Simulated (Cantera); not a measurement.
Cantera with NASA thermochemical tables; ideal gases at 1 bar, condensed phases pure. Values are per mole of reaction as written; species without (g) are pure solids or liquids, kept so even where they would boil at 1 bar.

0.8 V + O2(g) = 0.4 V2O5

| T (K) | ΔH° (kJ) | ΔS° (J/K) | ΔG° (kJ) | log10 K | condensed phases |
|---|---|---|---|---|---|
| 498 | -618.6 | -171.9 | -532.9 | 55.90 | V(s), V2O5(s) |
| 698 | (withheld) | (withheld) | (withheld) | (withheld) | V(s), V2O5(s) |
| 898 | (withheld) | (withheld) | (withheld) | (withheld) | V(s), V2O5(s) |
| 1098 | -584.0 | -133.2 | -437.7 | 20.82 | V(s), V2O5(l) |
| 1298 | -580.9 | -130.6 | -411.3 | 16.55 | V(s), V2O5(l) |
| 1498 | -578.3 | -128.8 | -385.4 | 13.44 | V(s), V2O5(l) |
| 1698 | -576.1 | -127.4 | -359.8 | 11.07 | V(s), V2O5(l) |
| 1898 | -574.4 | -126.5 | -334.4 | 9.20 | V(s), V2O5(l) |
| 2098 | (withheld) | (withheld) | (withheld) | (withheld) | V(s), V2O5(l) |

Q: Complete the blanks.

A: 
- 698, ΔH° (kJ): -615.9
- 698, ΔS° (J/K): -167.5
- 698, ΔG° (kJ): -499.0
- 698, log10 K: 37.34
- 898, ΔH° (kJ): -613.1
- 898, ΔS° (J/K): -163.9
- 898, ΔG° (kJ): -465.9
- 898, log10 K: 27.10
- 2098, ΔH° (kJ): -573.3
- 2098, ΔS° (J/K): -125.9
- 2098, ΔG° (kJ): -309.2
- 2098, log10 K: 7.70
